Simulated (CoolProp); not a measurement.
Water at 728.3 K and 8.72 MPa flows at 7.1 m/s in a round tube of 6 mm bore and 1.5 µm roughness, fully developed (64/Re and Nu = 3.66 if laminar; Colebrook and Gnielinski if turbulent). Each further row changes one setting.

The numbers come from the reference Helmholtz-energy equation of state, Wagner 2002 in CoolProp.

```csv
case,Reynolds number,Darcy friction factor,pressure drop (Pa/m),heat-transfer coefficient (W/(m² K)),mass flow (kg/h)
as stated,[?],0.0222,[?],1440,[?]
velocity 14.2 m/s,90100,0.0196,[?],[?],41.2
diameter 12 mm,90100,[?],[?],1240,[?]
```

Problem. Fill in the missing entries.

Solution. 
- as stated, Reynolds number: 45100
- as stated, pressure drop (Pa/m): 2660
- as stated, mass flow (kg/h): 20.6
- velocity 14.2 m/s, pressure drop (Pa/m): 9370
- velocity 14.2 m/s, heat-transfer coefficient (W/(m² K)): 2560
- diameter 12 mm, Darcy friction factor: 0.0190
- diameter 12 mm, pressure drop (Pa/m): 1140
- diameter 12 mm, mass flow (kg/h): 82.4

Viscosity comes from a separate model (Huber 2009). Thermal conductivity comes from a separate model (Huber 2012).
